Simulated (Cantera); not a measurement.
Charge: 1 mol Al, a varied amount of HCl, 27 mol N₂, at 27.0 mbar.

Cantera equilibrium calculation (NASA polynomials, part measured and part estimated; ideal gas, pure solids and liquids). Candidate condensed phases: Al, AlCl₃, AlN, NH₄Cl; 20 gas species. The tables' values for AlCl₂ are old estimates. The numbers say what is thermodynamically allowed, not how fast it happens.

### Question
What condenses at these points (T in K, n(HCl) in mol): (2098, 2.5); (1898, 3.1); (1398, 1.2); (2198, 5.4); (2098, 2.1)?

### Answer
```json
[
 {"T (K)": "2098", "n(HCl) in mol": "2.5", "condensed phases": "gas only", "Al condensed (%)": "0.0"},
 {"T (K)": "1898", "n(HCl) in mol": "3.1", "condensed phases": "gas only", "Al condensed (%)": "0.0"},
 {"T (K)": "1398", "n(HCl) in mol": "1.2", "condensed phases": "AlN", "Al condensed (%)": "69.0"},
 {"T (K)": "2198", "n(HCl) in mol": "5.4", "condensed phases": "gas only", "Al condensed (%)": "0.0"},
 {"T (K)": "2098", "n(HCl) in mol": "2.1", "condensed phases": "gas only", "Al condensed (%)": "0.0"}
]
```
